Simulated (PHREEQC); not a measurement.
Solution (25 °C and 300 atm): 11 mmol/kgw H2SO4, 32 mmol/kgw FeSO4 and 3.7 mmol/kgw MgSO4. Closed to the air; pH follows from the charge balance.

Model: ion-association model, phreeqc.dat, run in PHREEQC.

| quantity | before | after |
|---|---|---|
| pH | 2.00 | 1.84 |
| ionic strength (mol/kgw) | 0.108 | 0.0325 |
| SO4-2 (mol/kgw) | 0.0253 | 0.00825 |
| HSO4- (mol/kgw) | 0.00862 | 0.00527 |
| Mg+2 (mol/kgw) | 0.00211 | 0.00252 |
| MgSO4 (mol/kgw) | 0.00159 | 0.00118 |

Question: Name the change that produced these shifts.
(A) temperature from 25 to 15 °C
(B) FeSO4 from 0.032 to 0.0352 mol/kgw
(C) H2SO4 replaced by Li2SO4 at the same molality
(D) FeSO4 left out

Answer: D, FeSO4 left out

No solid was allowed to form. Under pressure, the constants of complexes without a molar volume in the database are unreliable.
